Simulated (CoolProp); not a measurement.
Vapour pressure (MPa) of n-decane: the reference equation beside estimates from Tc = 344.5 °C, pc = 2.101 MPa, ω = 0.488. Clausius-Clapeyron is anchored at 17.45 °C with a constant enthalpy of vaporisation of 51.97 kJ/mol.

Values from CoolProp's reference Helmholtz-energy equation of state, Lemmon 2006. It is a short technical equation, of lower accuracy than the large ones.

```json
[
 {"T (°C)": "6.95", "reference": "4.702e-5", "Lee-Kesler": "4.558e-5", "Clausius-Clapeyron": "4.734e-5", "van der Waals": "0.02922", "Redlich-Kwong": "0.001098", "Peng-Robinson": "5.631e-5"},
 {"T (°C)": "10.45", "reference": "…", "Lee-Kesler": "6.013e-5", "Clausius-Clapeyron": "6.235e-5", "van der Waals": "…", "Redlich-Kwong": "0.001340", "Peng-Robinson": "7.363e-5"},
 {"T (°C)": "13.95", "reference": "8.150e-5", "Lee-Kesler": "7.869e-5", "Clausius-Clapeyron": "8.157e-5", "van der Waals": "0.03501", "Redlich-Kwong": "0.001624", "Peng-Robinson": "9.554e-5"},
 {"T (°C)": "17.45", "reference": "0.0001060", "Lee-Kesler": "0.0001022", "Clausius-Clapeyron": "0.0001060", "van der Waals": "0.03821", "Redlich-Kwong": "0.001957", "Peng-Robinson": "0.0001231"},
 {"T (°C)": "20.95", "reference": "0.0001369", "Lee-Kesler": "0.0001318", "Clausius-Clapeyron": "0.0001370", "van der Waals": "0.04161", "Redlich-Kwong": "0.002345", "Peng-Robinson": "0.0001574"},
 {"T (°C)": "24.45", "reference": "0.0001754", "Lee-Kesler": "0.0001687", "Clausius-Clapeyron": "…", "van der Waals": "0.04522", "Redlich-Kwong": "0.002794", "Peng-Robinson": "0.0002000"},
 {"T (°C)": "27.95", "reference": "0.0002232", "Lee-Kesler": "0.0002145", "Clausius-Clapeyron": "0.0002245", "van der Waals": "0.04906", "Redlich-Kwong": "…", "Peng-Robinson": "0.0002524"},
 {"T (°C)": "31.45", "reference": "0.0002821", "Lee-Kesler": "0.0002710", "Clausius-Clapeyron": "0.0002849", "van der Waals": "0.05313", "Redlich-Kwong": "0.003908", "Peng-Robinson": "0.0003165"},
 {"T (°C)": "34.95", "reference": "0.0003543", "Lee-Kesler": "0.0003403", "Clausius-Clapeyron": "0.0003597", "van der Waals": "0.05744", "Redlich-Kwong": "0.004588", "Peng-Robinson": "0.0003945"},
 {"T (°C)": "38.45", "reference": "0.0004421", "Lee-Kesler": "0.0004246", "Clausius-Clapeyron": "0.0004518", "van der Waals": "0.06199", "Redlich-Kwong": "0.005362", "Peng-Robinson": "0.0004889"},
 {"T (°C)": "41.95", "reference": "0.0005484", "Lee-Kesler": "0.0005267", "Clausius-Clapeyron": "0.0005646", "van der Waals": "0.06680", "Redlich-Kwong": "0.006238", "Peng-Robinson": "0.0006025"},
 {"T (°C)": "45.45", "reference": "0.0006762", "Lee-Kesler": "0.0006496", "Clausius-Clapeyron": "0.0007020", "van der Waals": "0.07186", "Redlich-Kwong": "0.007228", "Peng-Robinson": "0.0007384"},
 {"T (°C)": "48.95", "reference": "0.0008292", "Lee-Kesler": "0.0007969", "Clausius-Clapeyron": "0.0008689", "van der Waals": "0.07719", "Redlich-Kwong": "0.008340", "Peng-Robinson": "0.0009002"}
]
```

Some entries are withheld; supply them.


- 10.45, reference: 6.216e-5
- 10.45, van der Waals: 0.03202
- 24.45, Clausius-Clapeyron: 0.0001758
- 27.95, Redlich-Kwong: 0.003313

Absolute difference from the reference over all 13 rows, mean and median: Lee-Kesler 3.7 and 3.9 %, Clausius-Clapeyron 1.4 and 0.7 %, van der Waals 26977.0 and 21880.3 %, Redlich-Kwong 1455.8 and 1384.3 %, Peng-Robinson 13.5 and 13.1 %.
